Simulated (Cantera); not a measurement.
What does this Cantera script print?

```python
import numpy as np
import cantera as ct

gas_names = [...]  # 123 gases of nasa_gas.yaml made of C, H, O, Si
cond_names = """
    C(gr) C6H6(L) C7H8(L) C8H18(L),n-octa H2O(s) H2O(L) Si(cr) Si(L) SiC(b) SiO2(Lqz) SiO2(hqz) SiO2(L)
""".split()


# ... load() reads the species with a 1 bar reference pressure and builds the phases ...
atoms = {
    'SiC': {'Si': 1, 'C': 1},
    'CO2': {'C': 1, 'O': 2},
    'H2': {'H': 2},
}
top_T = {'C(gr)': 4500, 'SiC(b)': 3050}  # K; cautious upper limits of use, not melting points


# ... equilibrate(T, P, feed) seeds the gas with the atoms and calls Mixture.equilibrate('TP', solver="vcs", rtol=1e-11, max_steps=5000) ...
results = []
feed = {'SiC': 1, 'CO2': 3.1, 'H2': 85}  # mol
P = 6800  # Pa
for T in [1175, 1250, 1325, 1400, 1475, 1550, 1625, 1700, 1775]:
    mix = equilibrate(T, P, feed)
    results.append((T, P, feed, dict(zip(mix.species_names, mix.species_moles))))

top = {s: max(r[3][s] / sum(r[3][g] for g in gas_names) for r in results) for s in gas_names}
cols = sorted((s for s in top if top[s] > 0.0001), key=lambda s: -top[s])[:8]
seen = [c for c in cond_names if any(r[3].get(c, 0) > 1e-12 for r in results)]
print("log10 of partial pressures in bar; condensed amounts in mol")
print(f"{'T/K':>10s}" + "".join(f"{s[:9]:>10s}" for s in cols + seen))
for T, P, feed, n in results:
    ng = sum(n[g] for g in gas_names)
    print(f"{T:10.4g}" + "".join(f"{np.log10(max(n[s] / ng * P / 1e5, 1e-99)):10.3f}" for s in cols)
          + "".join(f"{n.get(c, 0):10.4g}" for c in seen))
```

Output:

```
log10 of partial pressures in bar; condensed amounts in mol
       T/K        H2        CO       H2O       SiO         H       CH4 SiO2(hqz)   SiO2(L)
      1175    -1.188    -2.506    -4.095   -11.108    -7.506    -5.154         1         0
      1250    -1.188    -2.505    -4.120    -9.623    -6.910    -5.731         1         0
      1325    -1.188    -2.505    -4.125    -8.327    -6.381    -6.261         1         0
      1400    -1.188    -2.505    -4.126    -7.177    -5.907    -6.738    0.9999         0
      1475    -1.188    -2.505    -4.121    -6.153    -5.481    -7.171    0.9991         0
      1550    -1.189    -2.505    -4.094    -5.253    -5.096    -7.585    0.9927         0
      1625    -1.189    -2.505    -3.982    -4.528    -4.746    -8.049    0.9611         0
      1700    -1.190    -2.506    -3.756    -3.993    -4.427    -8.597         0    0.8665
      1775    -1.192    -2.507    -3.480    -3.586    -4.135    -9.171         0    0.6586
```

Method: chemical equilibrium by Gibbs-energy minimisation in Cantera with the NASA 1993 tables (ideal gas, pure condensed phases). The tables hold silica as quartz up to 1696 K and as liquid above; real silica turns to tridymite and cristobalite and melts near 1996 K.
